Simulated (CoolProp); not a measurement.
Acetone along the isobar 0.888 MPa: fugacity coefficient from the reference equation and from simpler models built on Tc = 235.0 °C, pc = 4.692 MPa, ω = 0.307; each cubic takes its own stable root.

Values from CoolProp's reference Helmholtz-energy equation of state, Lemmon 2006. It is a short technical equation, of lower accuracy than the large ones.

```json
[
 {"T (°C)": "157.15", "phase": "gas", "reference": "0.8649"},
 {"T (°C)": "167.05", "phase": "gas", "reference": "0.8762"},
 {"T (°C)": "177.05", "phase": "gas", "reference": "0.8863"},
 {"T (°C)": "187.05", "phase": "gas", "reference": "0.8952"},
 {"T (°C)": "197.05", "phase": "gas", "reference": "0.9032"},
 {"T (°C)": "207.05", "phase": "gas", "reference": "0.9103"},
 {"T (°C)": "216.95", "phase": "gas", "reference": "0.9167"},
 {"T (°C)": "226.95", "phase": "gas", "reference": "0.9224"},
 {"T (°C)": "236.95", "phase": "gas", "reference": "0.9277"},
 {"T (°C)": "246.95", "phase": "gas", "reference": "0.9325"},
 {"T (°C)": "256.85", "phase": "gas", "reference": "0.9368"},
 {"T (°C)": "266.85", "phase": "gas", "reference": "0.9408"},
 {"T (°C)": "276.85", "phase": "gas", "reference": "0.9445"}
]
```

### Question
How far does each simpler model (van der Waals, Soave-Redlich-Kwong, Peng-Robinson) lie from the reference over these 13 states: mean and median of the absolute difference, and the worst?

### Answer
- van der Waals: mean 2.8 %, median 2.4 %, worst +6.0 % at 157.15 °C and 0.888 MPa
- Soave-Redlich-Kwong: mean 1.5 %, median 1.2 %, worst +2.9 % at 157.15 °C and 0.888 MPa
- Peng-Robinson: mean 0.7 %, median 0.5 %, worst +2.0 % at 157.15 °C and 0.888 MPa
